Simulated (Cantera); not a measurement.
A freely propagating, adiabatic, planar premixed flame of H2 : O2 : N2 = 1 : 0.417 : 1.57 (molar parts), unburnt at 675 K and 5700 Torr; mixture-averaged transport, grid criteria slope 0.08 and curve 0.16, no radiation.

Detailed kinetics in Cantera: the H2/O2 subset of GRI-Mech 3.0, which has no nitrogen chemistry. The hydrogen kinetics of GRI-Mech 3.0 are dated; newer H2 mechanisms differ, most at raised pressure. Burning velocities carry a grid error of a few per cent, more on coarse grids.

Problem. How do the results move with these cheaper or finer settings: unity-Lewis-number transport; multicomponent transport; multicomponent+Soret transport; grid criteria slope 0.5, curve 1; grid criteria slope 0.25, curve 0.5; grid criteria slope 0.03, curve 0.06?

Solution. 
```tsv
setting	laminar burning velocity	thermal thickness	peak x(OH)	peak x(HO2)	grid points
as above	999 cm/s	0.0360 mm	0.0172	0.00111	111
unity-Lewis-number transport	692 cm/s	0.0308 mm	0.0172	0.000832	107
multicomponent transport	984 cm/s	0.0358 mm	0.0172	0.00111	111
multicomponent+Soret transport	929 cm/s	0.0353 mm	0.0172	0.00112	111
grid criteria slope 0.5, curve 1	1150 cm/s	0.0466 mm	0.0181	0.00106	37
grid criteria slope 0.25, curve 0.5	1070 cm/s	0.0405 mm	0.0177	0.00109	47
grid criteria slope 0.03, curve 0.06	987 cm/s	0.0350 mm	0.0170	0.00112	245
```
Unity Lewis numbers drop preferential diffusion, which matters most where H2 and H carry the flame; Soret adds thermal diffusion.
